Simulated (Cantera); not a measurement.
## Adiabatic ignition

An adiabatic, constant-pressure homogeneous reactor starts with H2 : O2 : N2 : NO = 1 : 0.25 : 0.94 : 0.0042 (molar parts), at 1400 K and 21000 Pa.

Detailed kinetics in Cantera: GRI-Mech 3.0 (53 species, 325 reactions).

```tsv
t (s)	T (K)	x H2	x O2	x NO	x OH	x N2O	x H	x HO2
2.00e-6	1400	0.456	0.114	0.00191	1.71e-9	3.73e-12	4.06e-8	3.79e-8
6.54e-6	1400	0.456	0.114	0.00191	1.04e-8	7.72e-11	1.91e-7	1.21e-7
2.14e-5	1400	0.456	0.114	0.00191	1.60e-7	8.32e-10	2.83e-6	3.86e-7
7.00e-5	1404	0.448	0.111	0.00191	0.000263	4.35e-8	0.00461	8.37e-6
0.000229	1843	0.181	0.00387	0.00196	0.0123	3.20e-9	0.149	5.49e-7
0.000749	2224	0.208	0.00214	0.00201	0.0148	4.37e-9	0.0986	3.03e-7
0.00245	2540	0.228	0.000897	0.00192	0.0129	1.81e-8	0.0588	2.70e-7
0.00801	2636	0.233	0.000612	0.00150	0.0114	2.65e-8	0.0473	2.60e-7
0.0262	2637	0.233	0.000616	0.00123	0.0115	2.40e-8	0.0473	2.63e-7
0.0857	2637	0.233	0.000617	0.00121	0.0115	2.39e-8	0.0473	2.63e-7
0.280	2637	0.233	0.000617	0.00121	0.0115	2.39e-8	0.0473	2.63e-7
0.917	2637	0.233	0.000617	0.00121	0.0115	2.39e-8	0.0473	2.63e-7
3.00	2637	0.233	0.000617	0.00121	0.0115	2.39e-8	0.0473	2.63e-7
```
x: mole fraction; the columns are a selection and need not sum to one.

```
Item                                                                   Value
---------------------------------  -----------------------------------------
time of steepest temperature rise                                    95.2 µs
temperature at 3.00 s                                                 2637 K
equilibrium temperature                                               2637 K
x(H2) at 3.00 s                          0.233 (gas-phase equilibrium 0.233)
x(O2) at 3.00 s                    0.000617 (gas-phase equilibrium 0.000617)
x(NO) at 3.00 s                      0.00121 (gas-phase equilibrium 0.00121)
```
